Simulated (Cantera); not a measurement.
## Equilibrium for silicon carbide growth: CH₃SiH₃ + C₃H₈ + H₂

Input: 1 mol CH₃SiH₃, 0.71 mol C₃H₈, 1.1 mol H₂, equilibrated at 0.110 bar.

These are equilibrium values from Cantera (NASA tables, ideal gas, pure condensed phases), not measurements of a reactor. Candidate condensed phases: C, C₆H₆, C₇H₈, C₈H₁₈, Si, SiC; 87 gas species. The feed counts by its element totals alone. Gases not in the tables: Si₂H₆ and higher silanes. Kinetics and transport are ignored.

```
T (K)   x H₂       x H     x CH₄      x Si  x C₂H₂ (acetylene)    x SiC₂    x Si₂C     x SiH  n C(graphite)  n SiC(s)
-----  -----  --------  --------  --------  ------------------  --------  --------  --------  -------------  --------
925    0.976  7.76e-10    0.0238    <1e-12            1.24e-10    <1e-12    <1e-12    <1e-12           1.97      1.00
1075   0.995   4.41e-8   0.00491    <1e-12             7.49e-9    <1e-12    <1e-12    <1e-12           2.10      1.00
1225   0.999   9.39e-7   0.00144    <1e-12             1.62e-7    <1e-12    <1e-12    <1e-12           2.12      1.00
1375   0.999   1.03e-5  0.000547  1.60e-11             1.78e-6    <1e-12    <1e-12  2.98e-11           2.13      1.00
1525   1.000   7.13e-5  0.000251   1.38e-9             1.21e-5  2.97e-12  2.54e-12   1.32e-9           2.13      1.00
1675   0.999  0.000350  0.000132   5.30e-8             5.80e-5  3.52e-10  2.75e-10   2.95e-8           2.13     1.000
1825   0.998   0.00133   7.77e-5   1.11e-6            0.000214   1.88e-8   1.35e-8   3.92e-7           2.13     1.000
1975   0.995   0.00412   4.95e-5   1.47e-5            0.000646   5.40e-7   3.61e-7   3.49e-6           2.12     1.000
2125   0.987    0.0109   3.33e-5  0.000134             0.00165   9.55e-6   6.00e-6   2.27e-5           2.11     0.999
2275   0.970    0.0252   2.33e-5  0.000906             0.00369  0.000115   6.81e-5  0.000114           2.08     0.991
2425   0.933    0.0521   1.63e-5   0.00483             0.00729   0.00100  0.000566  0.000460           2.06     0.945
2575   0.857    0.0967   1.08e-5    0.0211              0.0126   0.00676   0.00365   0.00154           2.09     0.717
```
x: gas mole fraction; n: condensed amount in mol.

From 925 K to 2575 K the condensed part is C(graphite) + SiC(s).
